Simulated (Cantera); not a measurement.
Feed: 1 mol HF, 0.61 mol O2, 2.3 mol H2, at 3350 K and 120 bar.

Equilibrium computed with Cantera from the NASA thermochemical tables; the gas is ideal and each condensed phase is pure. Candidate condensed phases: H2O; 22 gas species. The ideal-gas law is rough above about 30 bar. Equilibrium is a limit: real reactors are often held back by kinetics, nucleation or transport.

Problem. What is the equilibrium state?

Solution. 
```
Property       Result
----------  ---------
x(H2O)          0.353
x(H2)           0.317
x(HF)           0.298
x(H)           0.0213
x(OH)          0.0100
x(O)         0.000396
x(F)         0.000218
x(O2)        0.000171
x(H2F2)       5.20e-5
gas amount  3.355 mol
```
